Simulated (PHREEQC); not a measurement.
Model water analysis in mg/L, 24 °C, pH 6.05, pe 2.1: Na 1.23; K 0.0545; Ca 0.268; Mg 4.38; Cl 3.68; S(6) as SO4 4.2; Alkalinity as HCO3 14; F 0.0739.

Cl is adjusted to close the charge balance.
Valence states are taken as typed.

Computed with PHREEQC (ion-association model, phreeqc.dat).

```
Property                   Value
--------------  ----------------
ionic strength  0.000654 mol/kgw
```

```
species  molality  activity   log γ
-------  --------  --------  ------
CO2      0.000453  0.000453   0.000
HCO3-    0.000230  0.000223  -0.012
Mg+2     0.000178  0.000159  -0.050
Cl-      0.000108  0.000105  -0.013
Na+       5.35e-5   5.20e-5  -0.013
SO4-2     4.23e-5   3.77e-5  -0.050
Ca+2      6.63e-6   5.91e-6  -0.050
```

Precipitation was switched off in this run.
